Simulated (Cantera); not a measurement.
What does this Cantera script print?

```python
import numpy as np
import cantera as ct

gas_names = """
    H H2 N NH NH2 NH3 N2 N2H2 N2H4 Si SiH SiH2 SiH3 SiH4 SiN Si2 Si2N Si3
""".split()
cond_names = """
    Si(cr) Si(L) Si3N4(a)
""".split()


# ... load() reads the species with a 1 bar reference pressure and builds the phases ...
atoms = {
    'Si3N4': {'Si': 3, 'N': 4},
    'H2': {'H': 2},
}
top_T = {'Si3N4(a)': 2400}  # K; cautious upper limits of use, not melting points


# ... equilibrate(T, P, feed) seeds the gas with the atoms and calls Mixture.equilibrate('TP', solver="vcs", rtol=1e-11, max_steps=5000) ...
results = []
feed = {'Si3N4': 1, 'H2': 2.7}  # mol
T = 2375  # K
P = 4700  # Pa
mix = equilibrate(T, P, feed)
results.append((T, P, feed, dict(zip(mix.species_names, mix.species_moles))))
x = sorted(zip(gas.X, gas.species_names), reverse=True)
print(f"T = {T:g} K  P = {P:g} Pa  gas = {mix.phase_moles(0):.4g} mol")
print("   x: " + "  ".join(f"{s} {v:.3e}" for v, s in x if v > 0.001))
print("   condensed (mol): " + ("  ".join(f"{mix.phase(i).name} {mix.phase_moles(i):.4g}"
      for i in range(1, mix.n_phases) if mix.phase_moles(i) > 1e-12) or "none"))
```

It prints:

```
T = 2375 K  P = 4700 Pa  gas = 5.019 mol
   x: H2 5.134e-01  N2 3.979e-01  H 4.661e-02  Si 3.772e-02  SiH 1.890e-03
   condensed (mol): Si(L) 2.78
```

Cantera equilibrium calculation (NASA polynomials, part measured and part estimated; ideal gas, pure solids and liquids). The tables' values for SiN are old estimates; treat these amounts as uncertain. Gases not in the tables: Si2H6 and higher silanes.
